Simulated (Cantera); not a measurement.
Input: 1 mol trisilylamine, 0.38 mol NH₃, 1.7 mol H₂, equilibrated at 0.0930 bar.

Method: chemical equilibrium by Gibbs-energy minimisation in Cantera with the NASA 1993 tables (ideal gas, pure condensed phases). Candidate condensed phases: Si, Si₃N₄; 18 gas species. The feed counts by its element totals alone. Mutual solubility and eutectic melting of coexisting phases are not modelled. The numbers say what is thermodynamically allowed, not how fast it happens. All values below are at 1023 K.

Base state: H₂ 1.00 (mole fractions); condensed: Si(s) + Si₃N₄(s).

Task: What changes in the equilibrium state with this change: 0.067 mol Cl₂ added?

Result: 
```json
[
 {"species": "H₂", "before": "1.00", "after": "0.988"},
 {"species": "HCl", "before": "0", "after": "0.00911"},
 {"species": "SiCl₄", "before": "0", "after": "0.00143"},
 {"species": "SiHCl₃", "before": "0", "after": "0.00131"},
 {"species": "SiCl₂", "before": "0", "after": "0.000149"},
 {"species": "Si(s), mol", "before": "1.97", "after": "1.94"},
 {"species": "Si₃N₄(s), mol", "before": "0.345", "after": "0.345"}
]
```
The tables' values for SiCl₃ are old estimates; treat these amounts as uncertain. Further candidate phases: NH₄Cl.
